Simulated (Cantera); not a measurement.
A freely propagating, adiabatic, planar premixed flame of H2 : O2 : N2 = 1 : 0.633 : 2.38 (molar parts), unburnt at 675 K and 660000 Pa; mixture-averaged transport, grid criteria slope 0.08 and curve 0.16, no radiation.

Cantera simulation using the H2/O2 subset of GRI-Mech 3.0, which has no nitrogen chemistry; the numbers are that mechanism's predictions, not measurements. The hydrogen kinetics of GRI-Mech 3.0 are dated; newer H2 mechanisms differ, most at raised pressure. Burning velocities carry a grid error of a few per cent, more on coarse grids.

Question: What does this change do: O2 0.633 to 0.5 parts?

Answer: 
```csv
quantity,before,after
laminar burning velocity,619 cm/s,641 cm/s
thermal thickness,0.0426 mm,0.0476 mm
peak x(OH),0.0168,0.0135
peak x(HO2),0.000985,0.000865
peak x(H),0.0179,0.0234
```

Question: What does this change do: 0.09 parts H2O added?

Answer: 
```json
[
 {"quantity": "laminar burning velocity", "before": "619 cm/s", "after": "553 cm/s"},
 {"quantity": "thermal thickness", "before": "0.0426 mm", "after": "0.0424 mm"},
 {"quantity": "peak x(OH)", "before": "0.0168", "after": "0.0156"},
 {"quantity": "peak x(HO2)", "before": "0.000985", "after": "0.00106"},
 {"quantity": "peak x(H)", "before": "0.0179", "after": "0.0150"}
]
```
